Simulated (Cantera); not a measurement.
Input: 1 mol Cu2O, 3.1 mol CO, 0.14 mol N2, held at 3.20 mbar.

These are equilibrium values from Cantera (NASA tables, ideal gas, pure condensed phases), not measurements of a reactor. Candidate condensed phases: C, Cu, CuO, Cu2O; 27 gas species. Rates play no part.

### Question
What share of the Cu ends up in condensed phases as a function of T (K), at 1200, 1300, 1400, 1500, 1600, 1700, 1800, 1900, 2000?

### Answer
| T (K) | Cu condensed (%) | as |
|---|---|---|
| 1200 | 100.0 | Cu(s) |
| 1300 | 100.0 | Cu(s) |
| 1400 | 99.9 | Cu(l) |
| 1500 | 99.6 | Cu(l) |
| 1600 | 98.0 | Cu(l) |
| 1700 | 91.5 | Cu(l) |
| 1800 | 66.9 | Cu(l) |
| 1900 | 0.0 | - |
| 2000 | 0.0 | - |
